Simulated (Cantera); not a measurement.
A Cantera script and what it prints.

```python
import numpy as np
import cantera as ct

gas_names = [...]  # 113 gases of nasa_gas.yaml made of C, Cu, H, O
cond_names = """
    C(gr) C6H6(L) C7H8(L) C8H18(L),n-octa Cu(cr) Cu(L) CuO(s) CuO2H2(s) Cu2O(s) Cu2O(L) H2O(s) H2O(L)
""".split()


# ... load() reads the species with a 1 bar reference pressure and builds the phases ...
atoms = {
    'Cu2O': {'Cu': 2, 'O': 1},
    'CH4': {'C': 1, 'H': 4},
    'CO': {'C': 1, 'O': 1},
}
top_T = {'C(gr)': 4500, 'CuO(s)': 1390}  # K; cautious upper limits of use, not melting points


# ... equilibrate(T, P, feed) seeds the gas with the atoms and calls Mixture.equilibrate('TP', solver="vcs", rtol=1e-11, max_steps=5000) ...
results = []
feed = {'Cu2O': 1, 'CH4': 0.48, 'CO': 2.7}  # mol
T = 2050  # K
P = 350000  # Pa
mix = equilibrate(T, P, feed)
results.append((T, P, feed, dict(zip(mix.species_names, mix.species_moles))))
print(gas.report(threshold=1e-06))
for i in range(1, mix.n_phases):
    print(f"{mix.phase(i).name:16s} {mix.phase_moles(i):12.5e} mol")
```

It prints:

```
       temperature   2050 K
          pressure   3.5e+05 Pa
           density   0.49412 kg/m^3
  mean mol. weight   24.063 kg/kmol
   phase of matter   gas

                          1 kg             1 kmol
                     ---------------   ---------------
          enthalpy       -2.3109e+06       -5.5609e+07  J
   internal energy       -3.0193e+06       -7.2653e+07  J
           entropy             10323         2.484e+05  J/K
    Gibbs function       -2.3473e+07       -5.6483e+08  J
 heat capacity c_p            1598.9             38475  J/K
 heat capacity c_v            1253.4             30160  J/K

                      mass frac. Y      mole frac. X     chem. pot. / RT
                     ---------------   ---------------   ---------------
                CO           0.82309           0.70711           -33.366
               CO2           0.10848          0.059313           -56.491
                Cu         0.0051104         0.0019352           -7.8816
               Cu2        4.9849e-05        9.4382e-06           -15.763
                 H        2.0641e-05        0.00049275           -10.054
                H2          0.013834           0.16512           -20.108
               H2O          0.049405          0.065993           -43.233
                OH        1.5211e-05        2.1522e-05           -33.179
     [ +105 minor]        1.0154e-06        7.5786e-07

C(gr)             0.00000e+00 mol
Cu(L)             1.99189e+00 mol
Cu2O(L)           0.00000e+00 mol
```

Equilibrium computed with Cantera from the NASA thermochemical tables; the gas is ideal and each condensed phase is pure.
